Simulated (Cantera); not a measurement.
An adiabatic, constant-volume homogeneous reactor starts with C₃H₈ : O₂ : N₂ = 1 : 6.85 : 25.8 (molar parts), at 1225 K and 5.00 bar.

Detailed kinetics in Cantera: GRI-Mech 3.0 (53 species, 325 reactions). GRI-Mech 3.0 was tuned for natural gas; its chemistry of propane as a main component is partial and can be far from experiment.

Task: Predict: time of steepest temperature rise; temperature at 0.500 s; equilibrium temperature; x(O₂) at 0.500 s; x(H₂O) at 0.500 s.

Result: 
```json
{
  "time_of_steepest_temperature_rise": "1.52 ms",
  "temperature at 0.500 s": "2808 K",
  "equilibrium_temperature": "2808 K",
  "x(O₂) at 0.500 s": "0.0482 (gas-phase equilibrium 0.0482)",
  "x(H₂O) at 0.500 s": "0.103 (gas-phase equilibrium 0.103)"
}
```
